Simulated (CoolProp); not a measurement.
Vapour-liquid equilibrium of isohexane (1) + benzene (2) at 195 kPa; x and y are mole fractions of (1).

The numbers come from the multi-fluid Helmholtz-energy mixture model, Lemmon 2006 and Thol 2012; pair parameters Bell 2016 in CoolProp.

| x | bubble temperature (°C) | y at the bubble point | dew temperature at overall composition x (°C) | liquid density (mol/L) |
|---|---|---|---|---|
| 0.05 | 99.9 | 0.120 | 101.7 | 9.880 |
| 0.2 | 93.7 | 0.353 | 97.7 | 9.294 |
| 0.35 | 90.0 | 0.501 | 93.8 | 8.745 |
| 0.5 | 87.4 | 0.618 | 90.0 | 8.243 |
| 0.65 | 85.5 | 0.728 | 86.8 | 7.787 |
| 0.8 | 84.0 | 0.840 | 84.5 | 7.373 |
| 0.95 | 82.7 | 0.959 | 82.8 | 6.995 |

No azeotrope shows between x = 0.05 and 0.95.

Pair parameters are fitted to limited data, so mixtures are less certain than the pure fluids.
